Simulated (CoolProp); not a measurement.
Properties of o-xylene along the isobar 0.101 MPa.

Values from CoolProp's reference Helmholtz-energy equation of state, Zhou 2012.

```
T (K)  phase  cv (kJ/(kg K))  Joule-Thomson coefficient (K/MPa)  isothermal compressibility (1/MPa)  expansivity (1/kK)
-----  -----  --------------  ---------------------------------  ----------------------------------  ------------------
511.3    gas           1.923                              15.38                               10.12               2.112
519.6    gas           1.946                              14.36                               10.10               2.067
528      gas           1.970                              13.43                               10.09               2.024
536.4    gas           1.993                              12.58                               10.08               1.984
544.7    gas           2.016                              11.83                               10.07               1.946
553.1    gas           2.038                              11.13                               10.06               1.909
561.5    gas           2.060                              10.50                               10.05               1.874
569.8    gas           2.082                              9.929                               10.05               1.842
578.2    gas           2.103                              9.403                               10.04               1.810
586.5    gas           2.124                              8.928                               10.03               1.780
594.9    gas           2.145                              8.487                               10.03               1.751
603.3    gas           2.165                              8.083                               10.02               1.723
611.6    gas           2.185                              7.717                               10.01               1.696
620      gas           2.205                              7.375                               10.01               1.670
```
